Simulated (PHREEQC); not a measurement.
A made-up water analysis in mmol/kgw, 25 °C, pH 6.46, pe 11.8:

```csv
constituent,mmol/kgw
Na,1.56
K,0.00281
Ca,5.29
Mg,0.235
Cl,2.29
S(6),1.38
Alkalinity (meq/kgw),7.94
Si,0.00878
Zn,0.198
Cu(2),0.00553
Sr,0.121
B,0.00668
Li,0.00216
```

Valence states are taken as typed.

Computed with PHREEQC (ion-association model, wateq4f.dat).

No solid was allowed to form.

**Question.** Order these S species by the share of S that they hold, largest first: MgSO4, SrSO4, ZnSO4, SO4-2, CaSO4.

**Answer.** SO4-2 (73 %), CaSO4 (24 %), MgSO4 (1.3 %), ZnSO4 (0.68 %), SrSO4 (0.54 %)

**Question.** Order these Zn species by the share of Zn that they hold, largest first: ZnCl+, ZnCO3, ZnHCO3+, ZnSO4, Zn+2.

**Answer.** Zn+2 (56 %), ZnHCO3+ (32 %), ZnCO3 (6.1 %), ZnSO4 (4.8 %), ZnCl+ (0.21 %)

The pH is 6.46 and the ionic strength 0.0181 mol/kgw. The database's zinc carbonate complexes are estimates, stronger than later reviews accept.
